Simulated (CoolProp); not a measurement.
Vapour-liquid equilibrium of nitrogen (1) + oxygen (2) at -199.85 °C; x and y are mole fractions of (1).

The numbers come from the multi-fluid Helmholtz-energy mixture model, Span 2000 and Schmidt 1985; pair parameters Gernert 2013 in CoolProp.

**Question.** Give the bubble pressure and the first vapour's composition at x = 0.15, 0.75, 0.85. Is there an azeotrope?

**Answer.** x = 0.15: 0.2013 bar, y = 0.526; x = 0.75: 0.4899 bar, y = 0.935; x = 0.85: 0.5375 bar, y = 0.964. No azeotrope shows between x = 0.05 and 0.95.

The pair parameters rest on a limited set of measurements; away from them the model extrapolates.
